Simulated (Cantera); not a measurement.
Feed: 1 mol FeCl3, a varied amount of H2, 100 mol N2, equilibrated at 800 °C and 13300 Pa.

These are equilibrium values from Cantera (NASA tables, ideal gas, pure condensed phases), not measurements of a reactor. Candidate condensed phases: Fe, FeCl2, FeCl3, NH4Cl; 18 gas species. Kinetics and transport are ignored.

Task: What share of the Fe ends up in condensed phases as a function of n(H2) (mol), at 0.35, 0.65, 1.2, 2.3, 4.3, 8, 15?

Result: 
```json
[
 {"n(H2) (mol)": "0.35", "Fe condensed (%)": "0.0", "as": "-"},
 {"n(H2) (mol)": "0.65", "Fe condensed (%)": "0.0", "as": "-"},
 {"n(H2) (mol)": "1.2", "Fe condensed (%)": "17.0", "as": "Fe(α)"},
 {"n(H2) (mol)": "2.3", "Fe condensed (%)": "41.3", "as": "Fe(α)"},
 {"n(H2) (mol)": "4.3", "Fe condensed (%)": "61.8", "as": "Fe(α)"},
 {"n(H2) (mol)": "8", "Fe condensed (%)": "76.8", "as": "Fe(α)"},
 {"n(H2) (mol)": "15", "Fe condensed (%)": "86.7", "as": "Fe(α)"}
]
```
